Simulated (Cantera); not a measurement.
An isothermal, constant-pressure homogeneous reactor starts with C2H4 : H2 = 1 : 1.4 (molar parts), at 1275 K and 0.0132 atm. Integrator tolerance rtol = 1e-08.

Model: GRI-Mech 3.0 (53 species, 325 reactions), integrated in Cantera. GRI-Mech 3.0 was tuned for natural gas; its chemistry of ethylene as a main component is partial and can be far from experiment. GRI-Mech 3.0 stops at C3 and has no aromatics, soot or wall deposition, so with more carbon than oxygen in the feed, carbon stays in small species such as C2H2 where larger ones or solid carbon would form. Radical loss at walls, strong at low pressure, is not modelled.

### Question
What does this change do: temperature 1275 to 1475 K?

### Answer
| quantity | before | after |
|---|---|---|
| x(C2H4) at 60.0 s | 0.0106 (gas-phase equilibrium 0.00967) | 0.000999 (gas-phase equilibrium 0.000994) |
| x(H2) at 60.0 s | 0.700 (gas-phase equilibrium 0.659) | 0.705 (gas-phase equilibrium 0.702) |
| x(CH4) at 60.0 s | 0.00341 (gas-phase equilibrium 0.0553) | 0.00126 (gas-phase equilibrium 0.00472) |
| x(H) at 60.0 s | 7.49e-6 (gas-phase equilibrium 5.22e-6) | 9.56e-5 (gas-phase equilibrium 9.47e-5) |
| x(C2H2) at 60.0 s | 0.286 (gas-phase equilibrium 0.276) | 0.293 (gas-phase equilibrium 0.292) |

### Question
What does this change do: temperature 1275 to 1173 K?

### Answer
```json
[
 {"quantity": "x(C2H4) at 60.0 s", "before": "0.0106 (gas-phase equilibrium 0.00967)", "after": "0.0859 (gas-phase equilibrium 0.0309)"},
 {"quantity": "x(H2) at 60.0 s", "before": "0.700 (gas-phase equilibrium 0.659)", "after": "0.675 (gas-phase equilibrium 0.540)"},
 {"quantity": "x(CH4) at 60.0 s", "before": "0.00341 (gas-phase equilibrium 0.0553)", "after": "0.00745 (gas-phase equilibrium 0.198)"},
 {"quantity": "x(H) at 60.0 s", "before": "7.49e-6 (gas-phase equilibrium 5.22e-6)", "after": "3.11e-6 (gas-phase equilibrium 7.55e-7)"},
 {"quantity": "x(C2H2) at 60.0 s", "before": "0.286 (gas-phase equilibrium 0.276)", "after": "0.232 (gas-phase equilibrium 0.232)"}
]
```
